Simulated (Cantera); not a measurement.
An adiabatic, constant-pressure homogeneous reactor starts with CH4 : C2H6 : C3H8 : O2 : N2 = 1 : 0.15 : 0.74 : 14.1 : 53.2 (molar parts), equivalence ratio 0.44, at 1750 K and 5.00 bar.

Model: GRI-Mech 3.0 (53 species, 325 reactions), integrated in Cantera. GRI-Mech 3.0 was tuned for natural gas; its chemistry of propane as a main component is partial and can be far from experiment.

One state of this run: T (K) = 2560; x CH4 = <1e-12; x C2H6 = <1e-12; x C3H8 = <1e-12; x NO = 0.0173; x CH2CO = <1e-12; x HCO = 8.91e-10; x O2 = 0.102. x: mole fraction; the columns are a selection and need not sum to one.

Problem. Which value of t (s) does it belong to?
A) 0.000113
B) 0.000799
C) 0.283
D) 0.000300

Solution. C, 0.283
